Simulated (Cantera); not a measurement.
Charge: 1 mol Si, 29 mol HCl, at 698 K and 13300 Pa.

Cantera equilibrium calculation (NASA polynomials, part measured and part estimated; ideal gas, pure solids and liquids). Candidate condensed phases: Si; 19 gas species. Rates play no part.

Base state: HCl 0.893, H2 0.0714, SiCl4 0.0357 (mole fractions); condensed: gas only.

Problem. What changes in the equilibrium state with this change: HCl from 29 to 2.4 mol?

Solution. 
```
species      before     after
----------  -------  --------
H2           0.0714     0.642
SiCl4        0.0357     0.286
SiHCl3      5.64e-7    0.0704
HCl           0.893  0.000515
SiH2Cl2       <1e-9   0.00114
SiCl3         <1e-9   1.57e-5
Si(s), mol        0     0.368
```
The tables' values for SiCl3 are old estimates; treat these amounts as uncertain.
